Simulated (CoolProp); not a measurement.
Properties of ammonia at several states (Tc = 132.4 °C, pc = 113.6 bar, ω = 0.256).

Model: reference Helmholtz-energy equation of state, Gao 2020, in CoolProp.

| T (°C) | p (bar) | phase | cp (kJ/(kg K)) | fugacity coefficient |
|---|---|---|---|---|
| 98.05 | 223 | liquid | … | … |
| 203.15 | 124 | supercritical | … | … |
| 89.85 | 149 | liquid | … | … |
| -31.75 | 14.1 | liquid | 4.466 | 0.07675 |

**Question.** Complete the blanks.

**Answer.** 
- 98.05, cp (kJ/(kg K)): 5.255
- 98.05, fugacity coefficient: 0.2380
- 203.15, cp (kJ/(kg K)): 4.122
- 203.15, fugacity coefficient: 0.7889
- 89.85, cp (kJ/(kg K)): 5.413
- 89.85, fugacity coefficient: 0.2885
